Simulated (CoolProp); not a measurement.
Vapour-liquid equilibrium of isobutane (1) + n-butane (2) at 28.35 °C; x and y are mole fractions of (1).

Computed with CoolProp (multi-fluid Helmholtz-energy mixture model, Bücker 2006 and Bücker 2006; pair parameters Kunz 2012).

**Question.** Give the bubble pressure and the first vapour's composition at x = 0.35, 0.45, 0.85. Is there an azeotrope?

**Answer.** x = 0.35: 3.101 bar, y = 0.426; x = 0.45: 3.216 bar, y = 0.530; x = 0.85: 3.683 bar, y = 0.886. No azeotrope shows between x = 0.05 and 0.95.

Pair parameters are fitted to limited data, so mixtures are less certain than the pure fluids.
